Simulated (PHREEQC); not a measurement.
Make-up at 25 °C: 2.7 mmol/kgw Ca(OH)2. Closed to the air; pH follows from the charge balance.

Computed with PHREEQC (ion-association model, phreeqc.dat).

Each row changes one thing in this solution. This is a speciation only: nothing precipitates in the calculation.

```tsv
case	pH	ionic strength (mol/kgw)	CaOH+ (mol/kgw)
as made	11.67	0.00779	0.000153
temperature from 25 to 60 °C	10.70	0.00807	1.68e-5
diluted 100-fold with water	9.72	8.10e-5	___
temperature from 25 to 90 °C	10.09	0.00809	4.03e-6
temperature from 25 to 65 °C	10.59	0.00807	___
diluted 10-fold with water	10.71	0.000806	2.08e-6
Ca(OH)2 replaced by CaSO4 at the same molality	7.02	___	2.98e-9
7.6e-05 mol/kgw NaH2PO4 added	11.66	0.00766	0.000145
```

### Question
Some entries are withheld; supply them.

### Answer

- diluted 100-fold with water, CaOH+ (mol/kgw): 2.29e-8
- temperature from 25 to 65 °C, CaOH+ (mol/kgw): 1.29e-5
- Ca(OH)2 replaced by CaSO4 at the same molality, ionic strength (mol/kgw): 0.00910

Some of these states are supersaturated (in Hydroxyapatite, for instance). Away from 25 °C the constants follow the database's enthalpies or fits; those with neither stay at their 25 °C values.
